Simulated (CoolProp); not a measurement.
A closed Brayton cycle with carbon dioxide: compressor inlet 312.15 K and 8.2 MPa, high pressure 17.7 MPa, turbine inlet 865 K, compressor efficiency 0.89, turbine efficiency 0.9, recuperator effectiveness 0 (on enthalpy, no pinch check). Each further row changes one setting.

Values from CoolProp's reference Helmholtz-energy equation of state, Span 1996.

| case | thermal efficiency (%) | net work (kJ/kg) | compressor to turbine work | compressor exit (K) | turbine exit (K) |
|---|---|---|---|---|---|
| as stated | 12.1 | 81.6 | 0.24 | 362.2 | 769.7 |
| turbine inlet 815 K | 12.2 | 74.8 | 0.26 | 362.2 | 723.2 |
| compressor inlet 322.15 K | 11.8 | 73.5 | 0.32 | 383.8 | 769.7 |
| high pressure 15 MPa | 9.7 | 66.0 | 0.23 | 351.4 | 789.8 |
| recuperator effectiveness 0.5 | 18.7 | 81.6 | 0.24 | 362.2 | 769.7 |
